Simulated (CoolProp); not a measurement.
Properties of carbon monoxide along the isotherm 246.2 K (Tc = 132.9 K, pc = 3.498 MPa, ω = 0.050).

The numbers come from the reference Helmholtz-energy equation of state, Lemmon 2006 in CoolProp. It is a short technical equation, of lower accuracy than the large ones.

```
p (MPa)          phase           Z  Joule-Thomson coefficient (K/MPa)  isothermal compressibility (1/MPa)  expansivity (1/kK)  fugacity coefficient
-------  -------------  ----------  ---------------------------------  ----------------------------------  ------------------  --------------------
1.75               gas      0.9816                              3.471                              0.5814               4.437                0.9810
3.5      supercritical      0.9660                              3.227                              0.2941               4.807                0.9638
5.25     supercritical      0.9533                              2.970                          (withheld)               5.157                0.9482
7        supercritical      0.9438                              2.706                              0.1476               5.470                0.9343
8.75     supercritical      0.9377                              2.440                              0.1170               5.730                0.9220
10.5     supercritical      0.9349                              2.177                             0.09583               5.924                0.9113
12.2     supercritical      0.9356                              1.931                             0.08050               6.043            (withheld)
14       supercritical      0.9399                              1.685                             0.06785               6.092            (withheld)
15.7     supercritical      0.9471                              1.468                             0.05828               6.071                0.8889
17.5     supercritical  (withheld)                              1.257                             0.05000               5.991                0.8843
```

Problem. Some entries are withheld; supply them.

Solution. 
- 5.25, isothermal compressibility (1/MPa): 0.1971
- 12.2, fugacity coefficient: 0.9024
- 14, fugacity coefficient: 0.8947
- 17.5, Z: 0.9579
